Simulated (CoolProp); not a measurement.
R124 along the isotherm 470 K: fugacity coefficient from the reference equation and from simpler models built on Tc = 395.4 K, pc = 3.624 MPa, ω = 0.288; each cubic takes its own stable root.

Computed with CoolProp (reference Helmholtz-energy equation of state, de Vries 1995).

```json
[
 {"p (MPa)": "0.115", "phase": "gas", "reference": "0.9940"},
 {"p (MPa)": "0.178", "phase": "gas", "reference": "0.9907"},
 {"p (MPa)": "0.278", "phase": "gas", "reference": "0.9855"},
 {"p (MPa)": "0.433", "phase": "gas", "reference": "0.9775"},
 {"p (MPa)": "0.674", "phase": "gas", "reference": "0.9652"},
 {"p (MPa)": "1.05", "phase": "gas", "reference": "0.9462"},
 {"p (MPa)": "1.63", "phase": "gas", "reference": "0.9173"},
 {"p (MPa)": "2.54", "phase": "gas", "reference": "0.8732"},
 {"p (MPa)": "3.96", "phase": "supercritical", "reference": "0.8074"},
 {"p (MPa)": "6.17", "phase": "supercritical", "reference": "0.7128"},
 {"p (MPa)": "9.6", "phase": "supercritical", "reference": "0.5946"},
 {"p (MPa)": "14.9", "phase": "supercritical", "reference": "0.4940"},
 {"p (MPa)": "23.3", "phase": "supercritical", "reference": "0.4361"},
 {"p (MPa)": "36.2", "phase": "supercritical", "reference": "0.4327"}
]
```

Question: How far does each simpler model (van der Waals, Redlich-Kwong, Soave-Redlich-Kwong) lie from the reference over these 14 states: mean and median of the absolute difference, and the worst?

Answer: 
- van der Waals: mean 2.6 %, median 0.5 %, worst +15.9 % at 470 K and 36.2 MPa
- Redlich-Kwong: mean 1.5 %, median 1.0 %, worst -4.5 % at 470 K and 9.6 MPa
- Soave-Redlich-Kwong: mean 3.1 %, median 0.5 %, worst +14.2 % at 470 K and 36.2 MPa
